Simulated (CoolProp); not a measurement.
A Linde-Hampson liquefier for dry air: isothermal reversible compression at 300 K from 1 atm to 30 MPa, throttling to 1 atm, return gas leaving the recuperator 5 K below the feed. Each further row changes one setting.

Model: reference Helmholtz-energy equation of state, Lemmon 2000, in CoolProp. It is a pseudo-pure fit of the blend.

| case | liquid yield per pass | compression work (kJ/kg of gas) |
|---|---|---|
| as stated | … | 491 |
| high pressure 60 MPa | … | … |
| warm-end temperature 330 K | … | … |
| warm-end gap 10 K | … | 491 |

Question: Some entries are withheld; supply them.

Answer: 
- as stated, liquid yield per pass: 0.088
- high pressure 60 MPa, liquid yield per pass: 0.087
- high pressure 60 MPa, compression work (kJ/kg of gas): 565
- warm-end temperature 330 K, liquid yield per pass: 0.063
- warm-end temperature 330 K, compression work (kJ/kg of gas): 544
- warm-end gap 10 K, liquid yield per pass: 0.077
